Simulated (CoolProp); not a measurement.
A single-stage vapour-compression cycle with R123: evaporating at 259.15 K (dew point), condensing at 285.15 K (bubble point), superheat 2 K, subcooling 8 K, compressor efficiency 0.6, no pressure losses. Each further row changes one setting.

Values from CoolProp's reference Helmholtz-energy equation of state, Younglove 1994. It is a modified Benedict-Webb-Rubin equation, recast in Helmholtz form.

| case | cooling COP | pressure ratio | discharge temperature (K) | refrigerating effect (kJ/kg) | volumetric capacity (kJ/m³) |
|---|---|---|---|---|---|
| as stated | 5.78 | 3.33 | 307.3 | 170 | 200 |
| evaporating temperature 264.15 K | 7.41 | 2.58 | 302.8 | 173 | 258 |
| condensing temperature 280.15 K | 7.27 | 2.70 | 299.2 | 175 | 206 |
| subcooling 13 K | 5.95 | 3.33 | 307.3 | 175 | 206 |
| superheat 12 K | 5.77 | 3.33 | 318.0 | 177 | 200 |
| compressor efficiency 0.5 | 4.82 | 3.33 | 315.7 | 170 | 200 |
